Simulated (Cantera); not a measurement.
Nitride etching: BN + HF

A closed system holds: 1 mol BN, a varied amount of HF, equilibrated at 1898 K and 1.00 bar.

These are equilibrium values from Cantera (NASA tables, ideal gas, pure condensed phases), not measurements of a reactor. Candidate condensed phases: B, BN; 31 gas species. The tables' values for BF₂ are old estimates; treat these amounts as uncertain. Kinetics and transport are ignored.

| n(HF) (mol) | x HF | x H₂ | x BF₃ | x N₂ | x BF₂ |
|---|---|---|---|---|---|
| 4.4 | 0.321 | 0.338 | 0.224 | 0.114 | 0.00190 |
| 5.3 | 0.435 | 0.281 | 0.187 | 0.0943 | 0.00107 |
| 6.4 | 0.532 | 0.233 | 0.155 | 0.0781 | 0.000660 |
| 7.7 | 0.611 | 0.194 | 0.129 | 0.0649 | 0.000436 |
| 9.3 | 0.678 | 0.161 | 0.107 | 0.0537 | 0.000297 |
| 11 | 0.727 | 0.136 | 0.0906 | 0.0454 | 0.000215 |
| 13 | 0.769 | 0.115 | 0.0767 | 0.0385 | 0.000158 |
| 16 | 0.813 | 0.0935 | 0.0623 | 0.0312 | 0.000110 |
| 19 | 0.842 | 0.0788 | 0.0525 | 0.0263 | 8.20e-5 |
| 23 | 0.870 | 0.0651 | 0.0434 | 0.0217 | 5.96e-5 |
| 28 | 0.893 | 0.0534 | 0.0357 | 0.0179 | 4.32e-5 |
| 34 | 0.912 | 0.0440 | 0.0294 | 0.0147 | 3.17e-5 |
x: gas mole fraction; nothing condenses.

From 4.4 mol HF to 34 mol HF nothing is condensed. The main B-bearing gas is BF₃ throughout.
